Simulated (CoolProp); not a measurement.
Hexamethyldisiloxane (MM) along the isotherm 114.65 °C: Z from the reference equation and from simpler models built on Tc = 245.6 °C, pc = 1.931 MPa, ω = 0.418; each cubic takes its own stable root.

Values from CoolProp's reference Helmholtz-energy equation of state, Thol 2016.

```json
[
 {"p (MPa)": "0.805", "phase": "liquid", "reference": "0.06145"},
 {"p (MPa)": "1.61", "phase": "liquid", "reference": "0.1224"},
 {"p (MPa)": "2.41", "phase": "liquid", "reference": "0.1824"},
 {"p (MPa)": "3.22", "phase": "liquid", "reference": "0.2428"},
 {"p (MPa)": "4.02", "phase": "liquid", "reference": "0.3020"},
 {"p (MPa)": "4.83", "phase": "liquid", "reference": "0.3615"},
 {"p (MPa)": "5.63", "phase": "liquid", "reference": "0.4199"},
 {"p (MPa)": "6.44", "phase": "liquid", "reference": "0.4787"},
 {"p (MPa)": "7.24", "phase": "liquid", "reference": "0.5365"},
 {"p (MPa)": "8.05", "phase": "liquid", "reference": "0.5947"},
 {"p (MPa)": "8.85", "phase": "liquid", "reference": "0.6518"},
 {"p (MPa)": "9.66", "phase": "liquid", "reference": "0.7094"}
]
```

### Question
How far does each simpler model (Redlich-Kwong, Soave-Redlich-Kwong, Peng-Robinson) lie from the reference over these 12 states: mean and median of the absolute difference, and the worst?

### Answer
- Redlich-Kwong: mean 11.1 %, median 10.7 %, worst +14.8 % at 114.65 °C and 0.805 MPa
- Soave-Redlich-Kwong: mean 5.7 %, median 5.6 %, worst +7.1 % at 114.65 °C and 0.805 MPa
- Peng-Robinson: mean 6.3 %, median 6.3 %, worst -6.9 % at 114.65 °C and 9.66 MPa
